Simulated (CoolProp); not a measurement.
Saturation properties of ammonia.

Computed with CoolProp (reference Helmholtz-energy equation of state, Gao 2020).

```tsv
T (°C)	p (bar)	liquid cp (kJ/(kg K))	vapour Z	liquid viscosity (µPa s)
2.85	4.769	4.625	0.9267	165
7.25	5.585	4.651	0.9190	158
11.65	6.506	4.679	0.9109	151
15.95	7.514	4.709	0.9025	144
20.35	8.667	4.742	[?]	138
24.75	9.950	4.778	0.8836	132
29.15	11.37	4.818	0.8734	127
33.55	12.95	4.861	0.8626	121
37.95	14.68	4.909	0.8512	116
42.35	16.58	4.962	0.8392	112
46.75	18.67	5.021	0.8266	107
51.15	20.94	[?]	[?]	103
55.55	23.42	5.160	0.7995	98.6
```

### Question
What belongs in the gaps?

### Answer

- 20.35, vapour Z: 0.8933
- 51.15, liquid cp (kJ/(kg K)): 5.087
- 51.15, vapour Z: 0.8134

It boils at -33.3 °C under 1 atm.

Viscosity comes from a separate model (Fenghour 1995).
